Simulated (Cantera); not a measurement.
An isothermal, constant-pressure homogeneous reactor starts with C₂H₆ : N₂ = 1 : 900 (molar parts), at 1675 K and 2.33 Torr.

Computed with Cantera and GRI-Mech 3.0 (53 species, 325 reactions). GRI-Mech 3.0 stops at C3 and has no aromatics, soot or wall deposition, so with more carbon than oxygen in the feed, carbon stays in small species such as C2H2 where larger ones or solid carbon would form. Radical loss at walls, strong at low pressure, is not modelled.

x: mole fraction; the columns are a selection and need not sum to one.

| t (s) | x C₂H₆ | x H₂ | x C₂H₄ | x H | x CH₂ | x CH₄ |
|---|---|---|---|---|---|---|
| 1.00e-6 | 0.00111 | <1e-12 | <1e-12 | 1.62e-10 | <1e-12 | <1e-12 |
| 3.36e-6 | 0.00111 | <1e-12 | 4.52e-12 | 5.46e-10 | <1e-12 | 5.66e-12 |
| 1.13e-5 | 0.00111 | 4.15e-12 | 5.13e-11 | 1.87e-9 | <1e-12 | 6.40e-11 |
| 3.80e-5 | 0.00110 | 4.88e-11 | 5.88e-10 | 6.68e-9 | 2.95e-12 | 7.22e-10 |
| 0.000128 | 0.00109 | 6.33e-10 | [?] | [?] | 1.18e-10 | [?] |
| 0.000429 | 0.00103 | 1.20e-8 | 1.00e-7 | 2.01e-7 | 4.44e-9 | 9.02e-8 |
| 0.00144 | 0.000869 | 5.00e-7 | 2.20e-6 | 3.44e-6 | 1.51e-7 | 9.66e-7 |
| 0.00485 | [?] | [?] | [?] | [?] | [?] | [?] |
| 0.0163 | 2.85e-5 | 0.000516 | 0.000370 | 0.000337 | 9.55e-6 | 4.63e-5 |
| 0.0548 | 1.21e-7 | 0.00159 | 0.000186 | 0.000264 | 3.95e-6 | 6.88e-5 |
| 0.184 | 3.78e-9 | 0.00204 | 1.59e-5 | 0.000152 | 1.08e-6 | 3.45e-5 |
| 0.619 | 2.22e-10 | 0.00214 | 4.03e-7 | 0.000109 | 2.99e-7 | 1.02e-5 |
| 2.08 | 5.99e-12 | 0.00216 | 1.04e-8 | 9.72e-5 | 5.27e-8 | 1.73e-6 |
| 7.00 | <1e-12 | 0.00217 | 4.43e-10 | 9.54e-5 | 2.69e-9 | 7.38e-8 |

**Question.** Some entries are withheld; supply them.

**Answer.** 
- 0.000128, x C₂H₄: 7.02e-9
- 0.000128, x H: 2.80e-8
- 0.000128, x CH₄: 8.10e-9
- 0.00485, x C₂H₆: 0.000471
- 0.00485, x H₂: 2.71e-5
- 0.00485, x C₂H₄: 5.87e-5
- 0.00485, x H: 6.81e-5
- 0.00485, x CH₂: 3.32e-6
- 0.00485, x CH₄: 8.92e-6
